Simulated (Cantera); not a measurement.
**Adiabatic ignition**

An adiabatic, constant-volume homogeneous reactor starts with 9.18 % CH4, 10.2 % O2, 80.6 % N2, at 1700 K and 10.0 bar.

Computed with Cantera and GRI-Mech 3.0 (53 species, 325 reactions).

```csv
t (s),T (K),P (bar),x CH4,x O2,x NO,x H2,x HCO,x O,x C2H2
2.00e-6,1700,10.00,0.0918,0.102,<1e-12,1.07e-5,1.88e-10,8.25e-8,1.09e-11
7.02e-6,1700,10.00,0.0916,0.102,2.45e-12,5.73e-5,6.00e-9,2.41e-7,3.28e-9
2.47e-5,1705,10.0,0.0896,0.101,3.01e-11,0.000600,1.55e-7,7.54e-7,8.44e-7
8.66e-5,2668,17.0,5.16e-5,1.06e-5,0.000235,0.0771,5.24e-7,2.26e-5,0.000112
0.000304,2664,17.0,1.91e-10,1.24e-5,0.000304,0.0777,4.67e-7,2.67e-5,<1e-12
0.00107,2665,17.0,1.87e-10,1.25e-5,0.000233,0.0777,4.68e-7,2.68e-5,<1e-12
0.00375,2665,17.0,1.87e-10,1.25e-5,0.000227,0.0777,4.68e-7,2.69e-5,<1e-12
0.0132,2665,17.0,1.87e-10,1.25e-5,0.000227,0.0777,4.68e-7,2.69e-5,<1e-12
0.0462,2665,17.0,1.87e-10,1.25e-5,0.000227,0.0777,4.68e-7,2.69e-5,<1e-12
0.162,2665,17.0,1.87e-10,1.25e-5,0.000227,0.0777,4.68e-7,2.69e-5,<1e-12
0.570,2665,17.0,1.87e-10,1.25e-5,0.000227,0.0777,4.68e-7,2.69e-5,<1e-12
2.00,2665,17.0,1.87e-10,1.25e-5,0.000227,0.0777,4.68e-7,2.69e-5,<1e-12
```
x: mole fraction; the columns are a selection and need not sum to one.

```yaml
time_of_steepest_temperature_rise: 72.0 µs
temperature at 2.00 s: 2665 K
equilibrium_temperature: 2665 K
x(CH4) at 2.00 s: 1.87e-10 (gas-phase equilibrium 2.09e-10)
x(O2) at 2.00 s: 1.25e-5 (gas-phase equilibrium 1.25e-5)
x(NO) at 2.00 s: 0.000227 (gas-phase equilibrium 0.000227)
```
